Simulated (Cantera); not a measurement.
Feed: 1 mol SiCl4, 5.2 mol H2, at 13500 Torr.

Method: chemical equilibrium by Gibbs-energy minimisation in Cantera with the NASA 1993 tables (ideal gas, pure condensed phases). Candidate condensed phases: Si; 19 gas species. The tables' values for SiCl3 are old estimates; treat these amounts as uncertain. The numbers say what is thermodynamically allowed, not how fast it happens. All values below are at 1125 K.

Base state: H2 0.796, SiCl4 0.120, HCl 0.0428, SiHCl3 0.0388, SiH2Cl2 0.00154, SiCl3 0.000742, SiCl2 5.64e-5, SiH3Cl 1.63e-5 (mole fractions); condensed: gas only.

Problem. What changes in the equilibrium state with this change: SiCl4 replaced by Si?

Solution. 
```
species       before    after
----------  --------  -------
H2             0.796    1.000
SiH4         7.37e-8  1.00e-5
SiCl4          0.120        0
HCl           0.0428        0
SiHCl3        0.0388        0
SiH2Cl2      0.00154        0
SiCl3       0.000742        0
Si(s), mol         0    1.000
```
Gases not in the tables: Si2H6 and higher silanes.
